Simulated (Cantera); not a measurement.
# Equilibrium for roasting and sulfation: FeS2 + H2S + CO2

A closed system holds: 1 mol FeS2, 4.1 mol H2S, 1.8 mol CO2, at 1100 °C.

These are equilibrium values from Cantera (NASA tables, ideal gas, pure condensed phases), not measurements of a reactor. Candidate condensed phases: C, C6H6, C7H8, C8H18, Fe, Fe(CO)5, FeO, Fe(OH)2, Fe(OH)3, FeS, FeSO4, FeS2, Fe2O3, Fe2(SO4)3, Fe3O4, H2O, H2SO4, S; 127 gas species. FeS: taken at fixed stoichiometry. The numbers say what is thermodynamically allowed, not how fast it happens.

```tsv
P (Pa)	x H2S	x S2	x H2	x CO	x H2O	x CO2	x COS	n FeS(s)
1000	0.0915	0.266	0.250	0.167	0.165	0.0537	0.00200	1.00
4600	0.154	0.244	0.204	0.162	0.164	0.0632	0.00399	1.00
21000	0.231	0.217	0.152	0.153	0.159	0.0775	0.00756	1.00
96000	0.310	0.187	0.103	0.137	0.150	0.0965	0.0134	1.00
440000	0.382	0.159	0.0643	0.115	0.137	0.118	0.0222	1.00
2000000	0.439	0.134	0.0377	0.0882	0.123	0.140	0.0334	1.00
```
x: gas mole fraction; n: condensed amount in mol.

From 10.0 mbar to 20.0 bar the condensed part is FeS(s).
